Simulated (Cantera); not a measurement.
What does this Cantera script print?

```python
import numpy as np
import cantera as ct

gas_names = """
    AL ALCL ALCL2 ALCL3 ALH ALN AL2 AL2CL6 CL CL2 H HCL H2 N NH NH2 NH3 N2 N2H2 N2H4
""".split()
cond_names = """
    AL(cr) AL(L) ALCL3(s) ALCL3(L) ALN(s) NH4CL(a) NH4CL(b)
""".split()


# ... load() reads the species with a 1 bar reference pressure and builds the phases ...
atoms = {
    'AlN': {'AL': 1, 'N': 1},
    'Cl2': {'CL': 2},
    'H2': {'H': 2},
}
top_T = {'ALN(s)': 2750}  # K; cautious upper limits of use, not melting points


# ... equilibrate(T, P, feed) seeds the gas with the atoms and calls Mixture.equilibrate('TP', solver="vcs", rtol=1e-11, max_steps=5000) ...
results = []
feed = {'AlN': 1, 'Cl2': 4.1, 'H2': 6.5}  # mol
P = 133.322  # Pa
for T in [1573, 1623, 1673, 1723, 1773, 1823, 1873]:
    mix = equilibrate(T, P, feed)
    results.append((T, P, feed, dict(zip(mix.species_names, mix.species_moles))))

top = {s: max(r[3][s] / sum(r[3][g] for g in gas_names) for r in results) for s in gas_names}
cols = sorted((s for s in top if top[s] > 1e-05), key=lambda s: -top[s])[:9]
seen = [c for c in cond_names if any(r[3].get(c, 0) > 1e-12 for r in results)]
print("log10 of partial pressures in bar; condensed amounts in mol")
print(f"{'T/K':>10s}" + "".join(f"{s[:9]:>10s}" for s in cols + seen))
for T, P, feed, n in results:
    ng = sum(n[g] for g in gas_names)
    print(f"{T:10.4g}" + "".join(f"{np.log10(max(n[s] / ng * P / 1e5, 1e-99)):10.3f}" for s in cols)
          + "".join(f"{n.get(c, 0):10.4g}" for c in seen))
```

Output:

```
log10 of partial pressures in bar; condensed amounts in mol
       T/K       HCL        H2     ALCL3      ALCL        N2     ALCL2        CL         H        AL
      1573    -3.166    -3.334    -4.011    -4.913    -4.208    -4.851    -5.990    -6.058    -9.980
      1623    -3.157    -3.348    -4.081    -4.675    -4.212    -4.731    -5.746    -5.835    -9.464
      1673    -3.145    -3.366    -4.176    -4.489    -4.217    -4.652    -5.513    -5.627    -9.020
      1723    -3.135    -3.386    -4.296    -4.348    -4.222    -4.610    -5.292    -5.432    -8.638
      1773    -3.126    -3.405    -4.440    -4.243    -4.227    -4.600    -5.084    -5.248    -8.304
      1823    -3.121    -3.421    -4.604    -4.167    -4.232    -4.616    -4.891    -5.074    -8.008
      1873    -3.119    -3.435    -4.786    -4.112    -4.237    -4.654    -4.712    -4.908    -7.741
```

Equilibrium computed with Cantera from the NASA thermochemical tables; the gas is ideal and each condensed phase is pure. The tables' values for AlCl2 are old estimates; treat these amounts as uncertain.
